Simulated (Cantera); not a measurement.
Charge: 1 mol Pb, 0.017 mol O2, 2.5 mol H2, held at 1498.15 K and 13000 Pa.

Equilibrium computed with Cantera from the NASA thermochemical tables; the gas is ideal and each condensed phase is pure. Candidate condensed phases: H2O, Pb, PbO, PbO2, Pb3O4; 12 gas species. The numbers say what is thermodynamically allowed, not how fast it happens.

Base state: H2 0.803, Pb 0.186, H2O 0.0111, Pb2 7.68e-5, H 4.28e-5 (mole fractions); condensed: Pb(l).

Task: What changes in the equilibrium state with this change: temperature from 1498.15 K to 1450 K?

Result: 
```tsv
species	before	after
H2	0.803	0.873
Pb	0.186	0.115
H2O	0.0111	0.0120
Pb2	7.68e-5	3.45e-5
H	4.28e-5	2.45e-5
Pb(l), mol	0.430	0.676
```
